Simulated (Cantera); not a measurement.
# N2O furnace oxynitridation

An isothermal, constant-pressure homogeneous reactor starts with 92.2 % N2O, 7.83 % H2O, at 1225 K and 1.01 bar.

Cantera simulation using GRI-Mech 3.0 (53 species, 325 reactions); the numbers are that mechanism's predictions, not measurements. GRI-Mech 3.0 was tuned for natural gas; its chemistry of N2O as a main component is partial and can be far from experiment. The mechanism lacks the step 2 NO + O2 → 2 NO2, which can matter for NO2 below about 1400 K. The temperature is held fixed by assumption; the heat of reaction is taken as removed at once.

| t (s) | x N2O | x H2O | x OH | x O | x N2 | x NO |
|---|---|---|---|---|---|---|
| 0.000200 | 0.921 | 0.0783 | 1.33e-5 | 3.13e-6 | 0.000215 | 2.40e-5 |
| 0.000446 | 0.921 | 0.0783 | 1.86e-5 | 3.13e-6 | 0.000491 | 5.28e-5 |
| 0.000993 | 0.920 | 0.0783 | 2.12e-5 | 3.13e-6 | 0.00111 | 0.000112 |
| 0.00221 | 0.918 | 0.0782 | 2.38e-5 | 3.12e-6 | 0.00250 | 0.000231 |
| 0.00493 | 0.913 | 0.0781 | 2.63e-5 | 3.07e-6 | 0.00559 | 0.000481 |
| 0.0110 | 0.903 | 0.0778 | 2.86e-5 | 2.97e-6 | 0.0124 | 0.00103 |
| 0.0245 | 0.880 | 0.0772 | 3.12e-5 | 2.83e-6 | 0.0270 | 0.00229 |
| 0.0546 | 0.834 | 0.0760 | 3.38e-5 | 2.66e-6 | 0.0574 | 0.00502 |
| 0.122 | 0.743 | 0.0736 | 3.51e-5 | 2.47e-6 | 0.117 | 0.0104 |
| 0.271 | 0.588 | 0.0694 | 3.40e-5 | 2.19e-6 | 0.219 | 0.0192 |
| 0.604 | 0.375 | 0.0637 | 3.02e-5 | 1.75e-6 | 0.359 | 0.0303 |
| 1.35 | 0.168 | 0.0581 | 2.34e-5 | 1.11e-6 | 0.496 | 0.0388 |
| 3.00 | 0.0431 | 0.0548 | 1.41e-5 | 4.22e-7 | 0.581 | 0.0414 |
x: mole fraction; the columns are a selection and need not sum to one.

Equilibrium at this temperature and pressure: N2O 1.62e-8, H2O 0.0536, OH 3.38e-6, O 2.36e-8, N2 0.631, NO 0.000260 (gas phase only).
